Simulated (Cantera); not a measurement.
Input: 1 mol Si3N4, 8.1 mol F2, 3.3 mol N2, at 1198 K and 0.0133 bar.

Cantera equilibrium calculation (NASA polynomials, part measured and part estimated; ideal gas, pure solids and liquids). Candidate condensed phases: Si, Si3N4; 16 gas species. Rates play no part.

Base state: N2 0.426, F 0.327, SiF4 0.241, F2 0.00553 (mole fractions); condensed: gas only.

Task: What changes in the equilibrium state with this change: pressure from 0.0133 bar to 0.740 bar?

Result: 
```csv
species,before,after
N2,0.426,0.464
SiF4,0.241,0.263
F,0.327,0.180
F2,0.00553,0.0932
NF3,1.14e-7,0.000456
```
